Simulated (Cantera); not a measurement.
A closed system holds: 1 mol SiHCl3, 2.5 mol NH3, 59 mol H2, equilibrated at 877 °C and 180 Pa.

These are equilibrium values from Cantera (NASA tables, ideal gas, pure condensed phases), not measurements of a reactor. Candidate condensed phases: NH4Cl, Si, Si3N4; 28 gas species. The numbers say what is thermodynamically allowed, not how fast it happens.

Base state: H2 0.945, HCl 0.0458, N2 0.00895, SiCl2 2.43e-5 (mole fractions); condensed: Si3N4(s).

**Question.** What changes in the equilibrium state with this change: temperature from 877 °C to 1475 °C?

**Answer.** 
```csv
species,before,after
H2,0.945,0.934
HCl,0.0458,0.0358
N2,0.00895,0.0189
SiCl2,2.43e-5,0.00458
Si,<1e-9,0.000810
SiCl,<1e-9,0.000151
SiH,<1e-9,4.42e-5
SiH2,<1e-9,1.92e-5
"Si3N4(s), mol",0.333,0
"Si(l), mol",0,0.627
```
The tables' values for SiCl are old estimates; treat these amounts as uncertain. Gases not in the tables: Si2H6 and higher silanes.
